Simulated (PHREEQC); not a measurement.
A solution holds 2.2 mol CaCl2 and 0.00013 mol H4SiO4 per kg of water, at 36 °C. Closed to the air; pH follows from the charge balance.

All values are PHREEQC results (Pitzer model, pitzer.dat), not measurements.

No solid was allowed to form.

Q: Estimate the pH, activity of water, density.

A: pH 5.57; activity of water 0.842; density 1.167 g/cm³.

Complexes and solids missing from the database can't appear. In brines, pH and single-ion activities rest on the MacInnes convention. At this temperature some constants are extrapolated from 25 °C, and those without enthalpy data are left unchanged.
